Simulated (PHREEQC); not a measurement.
Make-up at 25 °C: 0.073 mol/kgw HCl, 5.9e-05 mol/kgw SrCl2 and 1.3e-06 mol/kgw H4SiO4. Closed to the air; pH follows from the charge balance.

All values are PHREEQC results (ion-association model, phreeqc.dat), not measurements.

### Question
The ionic strength comes out as 0.0732 mol/kgw. What activity coefficients do H+, Cl-, Sr+2 get?

### Answer
H+ 0.84, Cl- 0.79, Sr+2 0.43.

This is a speciation only: nothing precipitates in the calculation.
